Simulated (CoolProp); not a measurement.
Vapour-liquid equilibrium of propylene (1) + acetone (2) at 0.205 MPa; x and y are mole fractions of (1).

The numbers come from the multi-fluid Helmholtz-energy mixture model, Lemmon 2013 and Lemmon 2006; pair parameters Bell 2016 in CoolProp.

| x | bubble temperature (°C) | y at the bubble point | dew temperature at overall composition x (°C) | liquid density (mol/L) |
|---|---|---|---|---|
| 0.05 | 39.4 | 0.731 | 76.5 | 13.19 |
| 0.125 | 5.6 | 0.942 | 73.7 | 13.80 |
| 0.2 | -9.5 | 0.975 | 70.7 | 14.06 |
| 0.275 | -17.1 | 0.985 | 67.6 | 14.17 |
| 0.35 | -21.2 | 0.989 | 64.1 | 14.21 |
| 0.425 | -23.3 | 0.991 | 60.4 | 14.21 |
| 0.5 | -24.5 | 0.992 | 56.3 | 14.18 |
| 0.575 | -25.2 | 0.992 | 51.7 | 14.14 |
| 0.65 | -25.7 | 0.993 | 46.4 | 14.10 |
| 0.725 | -26.3 | 0.993 | 40.0 | 14.06 |
| 0.8 | -27.0 | 0.994 | 32.1 | 14.02 |
| 0.875 | -28.1 | 0.995 | 21.3 | 13.99 |
| 0.95 | -29.6 | 0.998 | 2.7 | 13.98 |

No azeotrope shows between x = 0.05 and 0.95.

The pair parameters rest on a limited set of measurements; away from them the model extrapolates. With so large a gap from Raoult's law the liquid may split in two, which this calculation doesn't test in full.
